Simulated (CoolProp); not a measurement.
The fluid at 298.15 K and 3.79 MPa flows at 0.77 m/s in a round tube of 100 mm bore and 45 µm roughness, fully developed (64/Re and Nu = 3.66 if laminar; Colebrook and Gnielinski if turbulent). The same conditions are run with several fluids, on thermodynamics alone (safety and materials aside).

The numbers come from the reference Helmholtz-energy equation of state of each fluid (R404A: Lemmon 2003; R407C: Lemmon 2003; R125: Lemmon 2005; n-butane: Bücker 2006; R134a: Tillner-Roth 1994) in CoolProp. Blends and air are pseudo-pure fits.

Q: Rank R404A, R407C, R125, n-butane, R134a by Reynolds number, highest first.

A: R125 (611000), R404A (604000), R407C (556000), R134a (458000), n-butane (268000)

```csv
fluid,Darcy friction factor,pressure drop (Pa/m),heat-transfer coefficient (W/(m² K)),mass flow (kg/h)
R404A,0.0172,54.5,1630,23300
R407C,0.0172,59.1,1820,25200
R125,0.0172,62.2,1570,26600
n-butane,0.0181,31.0,1310,12600
R134a,0.0174,63.3,1630,26700
```

Transport values come from each fluid's own correlations; those of R134a are estimates that may be off by 10 % or more.
